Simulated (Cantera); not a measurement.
A closed system holds: 1 mol Ti, 0.072 mol C₃H₈, 68 mol H₂, equilibrated at 0.380 bar.

Equilibrium computed with Cantera from the NASA thermochemical tables; the gas is ideal and each condensed phase is pure. Candidate condensed phases: C, C₆H₆, C₇H₈, C₈H₁₈, Ti, TiC; 77 gas species. Mutual solubility and eutectic melting of coexisting phases are not modelled. TiC: taken at fixed stoichiometry. Condensed phases not in the tables: N, O or C dissolved in the metal. Equilibrium is a limit: real reactors are often held back by kinetics, nucleation or transport. All values below are at 1475 K.

Base state: H₂ 1.000, H 2.10e-5 (mole fractions); condensed: Ti(β) + TiC(s).

Q: What changes in the equilibrium state with this change: C₃H₈ from 0.072 to 2.9 mol?

A: 
```csv
species,before,after
H₂,1.000,0.999
CH₄,1.43e-9,0.00110
H,2.10e-5,2.10e-5
"Ti(β), mol",0.784,0
"TiC(s), mol",0.216,1.00
"C(graphite), mol",0,7.61
```
